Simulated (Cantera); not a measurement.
Mixture: 8.55 % CH4, 0.787 % H2, 19.1 % O2, 71.6 % N2, at 0.543 atm, adiabatic and at constant pressure. Ignition delay is the time to a rise of 400 K.

Cantera simulation using GRI-Mech 3.0 (53 species, 325 reactions); the numbers are that mechanism's predictions, not measurements.

Q: Predict: delay at 1198 K; delay at 1398 K; delay at 1598 K; delay at 1798 K; apparent activation energy between 1698 and 1898 K.

A: 
```json
{
  "delay at 1198 K": "28.2 ms",
  "delay at 1398 K": "2.96 ms",
  "delay at 1598 K": "0.555 ms",
  "delay at 1798 K": "0.162 ms",
  "apparent activation energy between 1698 and 1898 K": "150 kJ/mol"
}
```
